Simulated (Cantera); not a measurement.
Charge: 1 mol Cu₂O, 3.3 mol C, 0.032 mol CO, at 2.20 mbar.

These are equilibrium values from Cantera (NASA tables, ideal gas, pure condensed phases), not measurements of a reactor. Candidate condensed phases: C, Cu, CuO, Cu₂O; 15 gas species. Rates play no part. All values below are at 950 °C.

Base state: CO 1.000, CO₂ 3.03e-5, Cu 1.04e-5 (mole fractions); condensed: C(graphite) + Cu(s).

Q: What changes in the equilibrium state with this change: 0.65 mol CH₄ added?

A: 
| species | before | after |
|---|---|---|
| H₂ | 0 | 0.557 |
| CO | 1.000 | 0.443 |
| H₂O | 0 | 1.09e-5 |
| CO₂ | 3.03e-5 | 5.93e-6 |
| Cu | 1.04e-5 | 1.04e-5 |
| C(graphite), mol | 2.30 | 2.95 |
| Cu(s), mol | 2.00 | 2.00 |
Further candidate phases: C₆H₆, C₇H₈, C₈H₁₈, Cu(OH)₂, H₂O.
